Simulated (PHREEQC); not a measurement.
Dissolve 0.094 mol/kgw K2CO3, 0.0018 mol/kgw KNO3 and 4e-05 mol/kgw CO2 at 25 °C. Closed to the air; pH follows from the charge balance.

Equilibrium calculation in PHREEQC: ion-association model, phreeqc.dat.

The pH is 11.34 and the ionic strength comes out as 0.281 mol/kgw. The specific conductance comes out as 18900 µS/cm and the density is 1.009 g/cm³. The total alkalinity is 188 meq/kg.

| species | molality | activity | log γ |
|---|---|---|---|
| K+ | 0.190 | 0.130 | -0.164 |
| CO3-2 | 0.0907 | 0.0251 | -0.557 |
| HCO3- | 0.00335 | 0.00243 | -0.139 |
| OH- | 0.00327 | 0.00222 | -0.168 |
| NO3- | 0.00180 | 0.00120 | -0.177 |
| CO2 | 2.33e-8 | 2.49e-8 | 0.028 |

No solid was allowed to form.
